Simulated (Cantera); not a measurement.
An adiabatic, constant-pressure homogeneous reactor starts with CO : H2 : O2 : N2 = 1 : 0.36 : 1.1 : 4.12 (molar parts), equivalence ratio 0.62, at 1725 K and 2.90 bar.

Detailed kinetics in Cantera: GRI-Mech 3.0 (53 species, 325 reactions). The hydrogen kinetics of GRI-Mech 3.0 are dated; newer H2 mechanisms differ, most at raised pressure.

Q: Predict: time of steepest temperature rise; temperature at 0.200 s; equilibrium temperature; x(CO) at 0.200 s; x(H2) at 0.200 s; x(O2) at 0.200 s; x(NO) at 0.200 s; x(HO2) at 0.200 s; x(NO2) at 0.200 s; x(OH) at 0.200 s.

A: 
| Property | Result |
|---|---|
| time of steepest temperature rise | 4.50 µs |
| temperature at 0.200 s | 2784 K |
| equilibrium temperature | 2784 K |
| x(CO) at 0.200 s | 0.0389 (gas-phase equilibrium 0.0389) |
| x(H2) at 0.200 s | 0.00221 (gas-phase equilibrium 0.00221) |
| x(O2) at 0.200 s | 0.0730 (gas-phase equilibrium 0.0730) |
| x(NO) at 0.200 s | 0.0196 (gas-phase equilibrium 0.0196) |
| x(HO2) at 0.200 s | 1.15e-5 (gas-phase equilibrium 1.15e-5) |
| x(NO2) at 0.200 s | 1.34e-5 (gas-phase equilibrium 1.34e-5) |
| x(OH) at 0.200 s | 0.0133 (gas-phase equilibrium 0.0133) |
